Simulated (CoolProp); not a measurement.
Vapour-liquid equilibrium of carbon dioxide (1) + ethane (2) at 6.22 bar; x and y are mole fractions of (1).

The numbers come from the multi-fluid Helmholtz-energy mixture model, Span 1996 and Bücker 2006; pair parameters Kunz 2012 in CoolProp.

### Question
Give the bubble temperature and the first vapour's composition at x = 0.425, 0.8, 0.875. Is there an azeotrope?

### Answer
x = 0.425: 214.6 K, y = 0.539; x = 0.8: 214.7 K, y = 0.681; x = 0.875: 215.7 K, y = 0.740. y crosses x between x = 0.575 and 0.65: the model has an azeotrope there.

The pair parameters rest on a limited set of measurements; away from them the model extrapolates.
